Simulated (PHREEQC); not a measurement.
A made-up water analysis in mg/L, 21 °C, pH 2.45, pe 10.2:

| constituent | mg/L |
|---|---|
| Na | 252 |
| K | 162 |
| Ca | 201 |
| Mg | 15.5 |
| Cl | 163 |
| S(6) as SO4 | 1330 |
| Zn | 0.169 |
| Si as SiO2 | 0.294 |

Cl is adjusted to close the charge balance.
Valence states are taken as typed.

Equilibrium calculation in PHREEQC: ion-association model, phreeqc.dat.

No solid was allowed to form.

**Question.** Predict the ionic strength, specific conductance.

**Answer.** ionic strength 0.0406 mol/kgw; specific conductance 3640 µS/cm.

**Question.** In which forms is K present?

**Answer.** K+ 97 %, KSO4- 3.0 % of the K.

Complexes and solids missing from the database can't appear.
